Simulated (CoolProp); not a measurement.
Aqueous ammonia as a coolant, 11 % by mass, freezing at -15.3 °C, 1 atm.

Computed with CoolProp (Melinder's fits for secondary coolants).

| T (°C) | conductivity (W/(m K)) | Prandtl number | density (kg/m³) | cp (kJ/(kg K)) |
|---|---|---|---|---|
| -13 | 0.467 | 30.0 | 961.0 | 4.241 |
| -8.7 | 0.475 | 24.5 | 960.5 | 4.234 |
| -4.3 | 0.484 | 20.4 | 959.9 | 4.226 |
| -0 | 0.491 | 17.3 | 959.2 | 4.219 |
| 4.3 | 0.498 | 14.9 | 958.3 | 4.213 |
| 8.6 | 0.505 | 13.0 | 957.2 | 4.207 |
| 12.9 | 0.512 | 11.4 | 956.0 | 4.202 |
| 17.3 | 0.520 | 9.97 | 954.7 | 4.198 |
| 21.6 | 0.527 | 8.79 | 953.3 | 4.195 |
